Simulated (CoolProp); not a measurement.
The fluid at 351.19 K and 1.59 MPa (stagnation) flows isentropically through a choked orifice. The same conditions are run with several fluids, on thermodynamics alone (safety and materials aside).

Computed with CoolProp (reference Helmholtz-energy equation of state of each fluid (fluoroethane (R161): Wu 2012; C3F8 (R218): Lemmon 2006; CH3F (R41): Lemmon 2006; dry air: Lemmon 2000; carbon dioxide: Span 1996)). Blends and air are pseudo-pure fits.

```csv
fluid,throat to inlet pressure ratio,mass flux (kg/(m² s)),throat temperature (K)
fluoroethane (R161),…,4380,…
C3F8 (R218),0.622,8440,…
CH3F (R41),0.552,3720,307.9
dry air,…,…,292.1
carbon dioxide,0.549,4180,307.2
```

### Question
Fill in the missing entries.

### Answer

- fluoroethane (R161), throat to inlet pressure ratio: 0.586
- fluoroethane (R161), throat temperature (K): 323.9
- C3F8 (R218), throat temperature (K): 338.6
- dry air, throat to inlet pressure ratio: 0.526
- dry air, mass flux (kg/(m² s)): 3440
